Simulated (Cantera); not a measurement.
What does this Cantera script print?

```python
import numpy as np
import cantera as ct

gas_names = """
    C CO CO2 C2 C2O C3 C3O2 C4 C5 O O2 O3 Pb PbO Pb2
""".split()
cond_names = """
    C(gr) Pb(cr) Pb(L) PbO(rd) PbO(yw) PbO(L) PbO2(s) Pb3O4(s)
""".split()


# ... load() reads the species with a 1 bar reference pressure and builds the phases ...
atoms = {
    'PbO': {'Pb': 1, 'O': 1},
    'CO': {'C': 1, 'O': 1},
}
top_T = {'C(gr)': 4500, 'Pb3O4(s)': 820}  # K; cautious upper limits of use, not melting points


# ... equilibrate(T, P, feed) seeds the gas with the atoms and calls Mixture.equilibrate('TP', solver="vcs", rtol=1e-11, max_steps=5000) ...
results = []
feed = {'PbO': 1, 'CO': 2.7}  # mol
P = 1333.22  # Pa
for T in [1275, 1300, 1325, 1350, 1375, 1400, 1425, 1450, 1475, 1500, 1525, 1550]:
    mix = equilibrate(T, P, feed)
    results.append((T, P, feed, dict(zip(mix.species_names, mix.species_moles))))

top = {s: max(r[3][s] / sum(r[3][g] for g in gas_names) for r in results) for s in gas_names}
cols = sorted((s for s in top if top[s] > 1e-06), key=lambda s: -top[s])[:5]
seen = [c for c in cond_names if any(r[3].get(c, 0) > 1e-12 for r in results)]
print("log10 of partial pressures in bar; condensed amounts in mol")
print(f"{'T/K':>10s}" + "".join(f"{s[:9]:>10s}" for s in cols + seen))
for T, P, feed, n in results:
    ng = sum(n[g] for g in gas_names)
    print(f"{T:10.4g}" + "".join(f"{np.log10(max(n[s] / ng * P / 1e5, 1e-99)):10.3f}" for s in cols)
          + "".join(f"{n.get(c, 0):10.4g}" for c in seen))
```

Output:

```
log10 of partial pressures in bar; condensed amounts in mol
       T/K        CO       CO2        Pb       PbO       Pb2     Pb(L)
      1275    -2.142    -2.373    -2.724    -6.910    -6.841     0.555
      1300    -2.171    -2.402    -2.581    -6.644    -6.602    0.3381
      1325    -2.213    -2.443    -2.443    -6.389    -6.373         0
      1350    -2.213    -2.443    -2.443    -6.276    -6.418         0
      1375    -2.213    -2.443    -2.443    -6.167    -6.461         0
      1400    -2.213    -2.443    -2.443    -6.062    -6.502         0
      1425    -2.213    -2.443    -2.443    -5.961    -6.542         0
      1450    -2.213    -2.443    -2.444    -5.864    -6.581         0
      1475    -2.213    -2.443    -2.444    -5.770    -6.619         0
      1500    -2.213    -2.444    -2.444    -5.679    -6.655         0
      1525    -2.213    -2.444    -2.444    -5.591    -6.690         0
      1550    -2.213    -2.444    -2.444    -5.507    -6.724         0
```

Method: chemical equilibrium by Gibbs-energy minimisation in Cantera with the NASA 1993 tables (ideal gas, pure condensed phases).
